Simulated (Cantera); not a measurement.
A Cantera script and its output.

```python
import numpy as np
import cantera as ct

gas = ct.Solution("h2o2.yaml")
gas.TPX = 823, 13332, {'H2': 0.55, 'O2': 1, 'N2': 4}
reactor = ct.IdealGasConstPressureReactor(gas, energy="off", clone=False)
net = ct.ReactorNet([reactor])
net.rtol, net.atol = 1e-08, 1e-18
show = ['H2', 'O2', 'H2O2', 'O', 'H2O', 'H', 'OH']
times = np.geomspace(2e-05, 30, 15)

steps = ct.SolutionArray(gas, extra=["t"])
rows = []
print(f"{'t/s':>10s}{'T/K':>9s}{'P/Pa':>11s}" + "".join(f"{s:>11s}" for s in show))
for t in times:
    while net.time < t:
        t_next = net.step()
        steps.append(gas.state, t=t_next)
    rows.append([np.interp(t, steps.t, y) for y in (steps.T, steps.P, *steps(*show).X.T)])
    print(f"{t:10.3e}{rows[-1][0]:9.1f}{rows[-1][1]:11.4g}" + "".join(f"{x:11.3e}" for x in rows[-1][2:]))
rate = np.gradient(steps.T, steps.t)
print("integrator steps:", len(steps.t))
if steps.T.max() > steps.T[0] + 200:
    print(f"time of steepest temperature rise: {steps.t[rate.argmax()]:.4e} s")
gas.TPX = 823, 13332, {'H2': 0.55, 'O2': 1, 'N2': 4}
gas.equilibrate("TP")
print(f"equilibrium (TP): T = {gas.T:.1f} K  " + "  ".join(f"{s} {gas[s].X[0]:.3e}" for s in show))
```

Result:

```
       t/s      T/K       P/Pa         H2         O2       H2O2          O        H2O          H         OH
 2.000e-05    823.0  1.333e+04  9.910e-02  1.802e-01  7.445e-19  2.622e-15  1.545e-15  9.018e-14  1.523e-15
 5.523e-05    823.0  1.333e+04  9.910e-02  1.802e-01  5.875e-18  1.663e-14  1.848e-14  2.360e-13  6.083e-15
 1.525e-04    823.0  1.333e+04  9.910e-02  1.802e-01  4.998e-17  8.687e-14  1.895e-13  6.198e-13  2.153e-14
 4.212e-04    823.0  1.333e+04  9.910e-02  1.802e-01  4.869e-16  3.720e-13  1.855e-12  1.871e-12  7.743e-14
 1.163e-03    823.0  1.333e+04  9.910e-02  1.802e-01  6.707e-15  1.886e-12  2.133e-11  8.424e-12  3.722e-13
 3.212e-03    823.0  1.333e+04  9.910e-02  1.802e-01  2.389e-13  3.016e-11  5.735e-10  1.308e-10  5.877e-12
 8.870e-03    823.0  1.333e+04  9.910e-02  1.802e-01  3.927e-10  3.056e-08  6.338e-07  1.325e-07  6.061e-09
 2.449e-02    823.0  1.333e+04  2.707e-02  1.491e-01  3.080e-06  3.189e-05  7.572e-02  5.706e-05  1.857e-05
 6.764e-02    823.0  1.333e+04  2.324e-02  1.474e-01  2.854e-05  2.161e-08  7.978e-02  2.813e-08  8.241e-09
 1.868e-01    823.0  1.333e+04  2.323e-02  1.474e-01  3.620e-05  1.001e-08  7.979e-02  1.235e-08  3.009e-09
 5.159e-01    823.0  1.333e+04  2.318e-02  1.474e-01  4.476e-05  1.204e-08  7.983e-02  1.491e-08  3.681e-09
 1.425e+00    823.0  1.333e+04  2.302e-02  1.473e-01  7.478e-05  1.887e-08  7.997e-02  2.382e-08  6.222e-09
 3.934e+00    823.0  1.333e+04  2.210e-02  1.469e-01  1.838e-04  3.705e-08  8.084e-02  4.829e-08  1.469e-08
 1.086e+01    823.0  1.333e+04  1.801e-02  1.451e-01  2.989e-04  4.715e-08  8.503e-02  5.590e-08  2.263e-08
 3.000e+01    823.0  1.333e+04  9.471e-03  1.414e-01  2.285e-04  4.273e-08  9.408e-02  3.129e-08  2.356e-08
integrator steps: 1610
equilibrium (TP): T = 823.0 K  H2 1.132e-13  O2 1.374e-01  H2O2 2.554e-12  O 2.351e-13  H2O 1.043e-01  H 6.803e-18  OH 2.630e-09
```

Cantera simulation using the H2/O2 subset of GRI-Mech 3.0, which has no nitrogen chemistry; the numbers are that mechanism's predictions, not measurements. Radical loss at walls, strong at low pressure, is not modelled. Below about 950 K walls govern HO2 and H2O2 in real vessels. The temperature is held fixed by assumption; the heat of reaction is taken as removed at once.
